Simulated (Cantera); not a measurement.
A Cantera script and what it prints.

```python
import numpy as np
import cantera as ct

gas_names = """
    B BH BH2 BH3 BN BO BO2 B2 B2O B2O2 B2O3 B3O3H3 H HBO HBO2 HNO HNO2 HNO3 HO2 H2 H2O H2O2 H3B3O6 N NH
    NH2 NH3 NH2OH NO NO2 NO3 N2 N2H2 N2H4 N2O O OH O2 O3
""".split()
cond_names = """
    B(b) B(L) BN(s) B2O3(L) B3O3H3(cr) H2O(s) H2O(L)
""".split()


def load(file, names, dense=False):
    # The tables refer to 1 bar. Condensed volumes are neglected.
    table = {s.name: s for s in ct.Species.list_from_file(file)}
    out = []
    for n in names:
        d = dict(table[n].input_data)
        d["thermo"] = dict(d["thermo"], **{"reference-pressure": 1e5})
        if dense:
            d["equation-of-state"] = {"model": "constant-volume", "density": "1e6 g/cm^3"}
        out.append(ct.Species.from_dict(d))
    return out


gas = ct.Solution(thermo="ideal-gas", species=load("nasa_gas.yaml", gas_names))
cond = {s.name: ct.Solution(thermo="fixed-stoichiometry", species=[s], name=s.name)
        for s in load("nasa_condensed.yaml", cond_names, dense=True)}
atoms = {
    'BN': {'B': 1, 'N': 1},
    'H2O': {'H': 2, 'O': 1},
    'N2': {'N': 2},
}
top_T = {'BN(s)': 3200}  # K; cautious upper limits of use, not melting points


def equilibrate(T, P, feed):
    n = {}
    for name, mol in feed.items():
        for a, k in atoms[name].items():
            n[a] = n.get(a, 0.0) + k * mol
    gas.TPX = T, P, n
    mass = sum(n.values()) * gas.mean_molecular_weight
    gas.equilibrate("TP")
    valid = [c for c in cond.values() if c.min_temp <= T <= top_T.get(c.name, c.max_temp)]
    mix = ct.Mixture([(gas, mass / gas.mean_molecular_weight)] + [(c, 0.0) for c in valid])
    mix.T, mix.P = T, P
    mix.equilibrate("TP", solver="vcs", rtol=1e-11, max_steps=5000)
    return mix


results = []
feed = {'BN': 1, 'H2O': 1.7, 'N2': 13}  # mol
T = 1023  # K
P = 133.322  # Pa
mix = equilibrate(T, P, feed)
results.append((T, P, feed, dict(zip(mix.species_names, mix.species_moles))))
x = sorted(zip(gas.X, gas.species_names), reverse=True)
print(f"T = {T:g} K  P = {P:g} Pa  gas = {mix.phase_moles(0):.4g} mol")
print("   x: " + "  ".join(f"{s} {v:.3e}" for v, s in x if v > 1e-06))
print("   condensed (mol): " + ("  ".join(f"{mix.phase(i).name} {mix.phase_moles(i):.4g}"
      for i in range(1, mix.n_phases) if mix.phase_moles(i) > 1e-12) or "none"))
```

Output:

```
T = 1023 K  P = 133.322 Pa  gas = 15.2 mol
   x: N2 8.881e-01  H2 9.868e-02  H2O 1.309e-02  HBO2 1.315e-04  H3B3O6 1.360e-06
   condensed (mol): B2O3(L) 0.499
```

These are equilibrium values from Cantera (NASA tables, ideal gas, pure condensed phases), not measurements of a reactor.
